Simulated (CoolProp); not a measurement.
Properties of R143a along the isotherm 226.85 °C.

Computed with CoolProp (reference Helmholtz-energy equation of state, Lemmon and Jacobsen 2000).

| p (MPa) | phase | cv (kJ/(kg K)) | Joule-Thomson coefficient (K/MPa) | viscosity (µPa s) |
|---|---|---|---|---|
| 1.04 | gas | 1.184 | 4.097 | 18.4 |
| 2.09 | gas | 1.191 | 4.075 | 19.0 |
| 3.13 | gas | 1.196 | 4.032 | 19.6 |
| 4.18 | supercritical | 1.202 | 3.963 | 20.4 |
| 5.22 | supercritical | 1.207 | 3.868 | 21.3 |
| 6.27 | supercritical | 1.212 | 3.743 | 22.4 |
| 7.31 | supercritical | 1.216 | 3.592 | 23.6 |
| 8.36 | supercritical | 1.220 | 3.412 | 24.9 |
| 9.4 | supercritical | 1.224 | 3.212 | 26.4 |

Viscosity comes from a separate model (Klein 1997), an estimate that may be off by 10 % or more.
